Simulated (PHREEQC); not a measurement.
0.042 g of hydrous ferric oxide (600 m²/g; 0.2 weak and 0.005 strong sites per Fe, Dzombak-Morel constants, diffuse double layer) in 1 kg of water with 0.005 mol/kgw of an inert sodium salt and 1.5e-06 mol NaF, at 25 °C; the pH is set by adding NaOH or the inert anion's acid. Oxygen is held at 0.21 atm. No CO2 enters from the air. Precipitation was switched off in this run.

The series has 13 steps of pH, from 4 to 12.

Computed with PHREEQC (ion-association model, wateq4f.dat).

Problem. Near which pH is half of the F sorbed, and on which side is more sorbed?

Solution. Near pH 5.2, with more sorbed at lower pH.

Species that the database lacks are ignored.
